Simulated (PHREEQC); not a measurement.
## Acid rinse or clean

A solution holds 0.093 mol HNO3, 0.003 mol CuSO4 and 0.0028 mol KCl per kg of water, at 25 °C. Closed to the air; pH follows from the charge balance.

The numbers come from PHREEQC with the ion-association model, wateq4f.dat.

This is a speciation only: nothing precipitates in the calculation.

Predict the pH.

pH 1.13.

In which forms is Cu present?

Cu+2 98 %, CuSO4 1.9 % of the Cu.

Complexes and solids missing from the database can't appear.
